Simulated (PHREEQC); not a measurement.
Consider water at 25 °C with 0.079 mol/kgw HCl, 0.0039 mol/kgw FeSO4 and 5.2e-05 mol/kgw MgSO4. Closed to the air; pH follows from the charge balance.

The numbers come from PHREEQC with the ion-association model, wateq4f.dat.

The pH is 1.20. The ionic strength comes out as 0.0882 mol/kgw and the total alkalinity is -79.0 meq/kg.

```json
[
 {"species": "Cl-", "molality": "0.0788", "activity": "0.0610", "log γ": "-0.112"},
 {"species": "H+", "molality": "0.0761", "activity": "0.0632", "log γ": "-0.081"},
 {"species": "Fe+2", "molality": "0.00360", "activity": "0.00149", "log γ": "-0.382"},
 {"species": "HSO4-", "molality": "0.00286", "activity": "0.00225", "log γ": "-0.105"},
 {"species": "SO4-2", "molality": "0.000941", "activity": "0.000366", "log γ": "-0.411"},
 {"species": "FeCl+", "molality": "0.000159", "activity": "0.000125", "log γ": "-0.102"},
 {"species": "FeSO4", "molality": "9.50e-5", "activity": "9.70e-5", "log γ": "0.009"},
 {"species": "FeHSO4+", "molality": "5.11e-5", "activity": "4.03e-5", "log γ": "-0.103"},
 {"species": "Mg+2", "molality": "5.02e-5", "activity": "2.11e-5", "log γ": "-0.377"},
 {"species": "MgSO4", "molality": "1.77e-6", "activity": "1.81e-6", "log γ": "0.009"}
]
```

This is a speciation only: nothing precipitates in the calculation.
